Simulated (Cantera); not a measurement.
## CS₂ + H₂ + H₂O (abatement and gas-phase synthesis)

Feed: 1 mol CS₂, 2.4 mol H₂, 1.4 mol H₂O, held at 1448 K.

Cantera equilibrium calculation (NASA polynomials, part measured and part estimated; ideal gas, pure solids and liquids). Candidate condensed phases: C, C₆H₆, C₇H₈, C₈H₁₈, H₂O, H₂SO₄, S; 123 gas species. The ideal-gas law is rough above about 30 bar. The numbers say what is thermodynamically allowed, not how fast it happens.

```tsv
P (Pa)	x H₂	x H₂S	x CO	x S₂	x H₂O	x CH₄	x CO₂
10	0.584	0.0112	0.166	0.164	0.0599	<1e-12	0.00717
200	0.560	0.0459	0.168	0.151	0.0621	1.61e-11	0.00786
3900	0.489	0.150	0.174	0.108	0.0644	4.06e-9	0.00967
77000	0.379	0.313	0.181	0.0398	0.0669	7.39e-7	0.0135
1500000	0.323	0.396	0.183	0.00450	0.0678	0.000174	0.0162
30000000	0.264	0.426	0.161	0.000390	0.0901	0.0251	0.0232
```
x: gas mole fraction; nothing condenses.

From 0.000100 bar to 300 bar nothing is condensed. The main C-bearing gas is CO throughout.
